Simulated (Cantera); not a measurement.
Input: 1 mol Ta₂O₅, a varied amount of H₂, equilibrated at 1330 Pa.

These are equilibrium values from Cantera (NASA tables, ideal gas, pure condensed phases), not measurements of a reactor. Candidate condensed phases: H₂O, Ta, Ta₂O₅; 12 gas species. Mutual solubility and eutectic melting of coexisting phases are not modelled. Condensed phases not in the tables: N, O or C dissolved in the metal. The numbers say what is thermodynamically allowed, not how fast it happens.

Problem. What condenses at these points (T in K, n(H₂) in mol): (1398, 16); (1323, 32); (1523, 3.8); (1323, 1.9); (1348, 3.8)?

Solution. 
| T (K) | n(H₂) in mol | condensed phases | Ta condensed (%) |
|---|---|---|---|
| 1398 | 16 | Ta + Ta₂O₅ | 100.0 |
| 1323 | 32 | Ta + Ta₂O₅ | 100.0 |
| 1523 | 3.8 | Ta₂O₅ | 100.0 |
| 1323 | 1.9 | Ta₂O₅ | 100.0 |
| 1348 | 3.8 | Ta₂O₅ | 100.0 |
